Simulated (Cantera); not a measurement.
**Thermodynamics of tantalum, niobium, vanadium and zirconium in process gases, feed Ta(OEt)₅ + CH₄ + H₂**

Charge: 1 mol Ta(OEt)₅, 1 mol CH₄, 13 mol H₂, at 10.0 Torr.

Equilibrium computed with Cantera from the NASA thermochemical tables; the gas is ideal and each condensed phase is pure. Candidate condensed phases: C, C₆H₆, C₇H₈, C₈H₁₈, H₂O, Ta, TaC, Ta₂O₅; 113 gas species. The feed counts by its element totals alone. TaC: taken at fixed stoichiometry. Condensed phases not in the tables: Ta₂C. Equilibrium is a limit: real reactors are often held back by kinetics, nucleation or transport.

From 1473 K to 2123 K the condensed part is C(graphite) + TaC(s).

```csv
T (K),x H₂,x CO,x H,x C₂H₂ (acetylene),x CH₄,x H₂O,n C(graphite),n TaC(s)
1473,0.846,0.154,0.000101,5.50e-6,2.80e-5,3.63e-6,5.00,1.00
1523,0.846,0.154,0.000184,1.00e-5,2.20e-5,2.53e-6,5.00,1.00
1573,0.846,0.154,0.000324,1.75e-5,1.75e-5,1.80e-6,5.00,1.00
1623,0.846,0.154,0.000550,2.95e-5,1.41e-5,1.31e-6,5.00,1.00
1673,0.845,0.154,0.000907,4.82e-5,1.16e-5,9.75e-7,5.00,1.00
1723,0.845,0.154,0.00145,7.64e-5,9.57e-6,7.36e-7,4.99,1.00
1773,0.844,0.154,0.00226,0.000118,8.00e-6,5.65e-7,4.99,1.00
1823,0.843,0.154,0.00344,0.000178,6.76e-6,4.40e-7,4.99,1.00
1873,0.841,0.153,0.00513,0.000262,5.75e-6,3.47e-7,4.98,1.00
1923,0.839,0.153,0.00747,0.000379,4.93e-6,2.77e-7,4.98,1.00
1973,0.836,0.153,0.0107,0.000535,4.25e-6,2.23e-7,4.96,1.00
2023,0.832,0.153,0.0150,0.000743,3.68e-6,1.81e-7,4.95,1.00
2073,0.826,0.152,0.0207,0.00101,3.20e-6,1.49e-7,4.93,1.00
2123,0.819,0.152,0.0281,0.00136,2.79e-6,1.23e-7,4.91,1.00
```
x: gas mole fraction; n: condensed amount in mol.
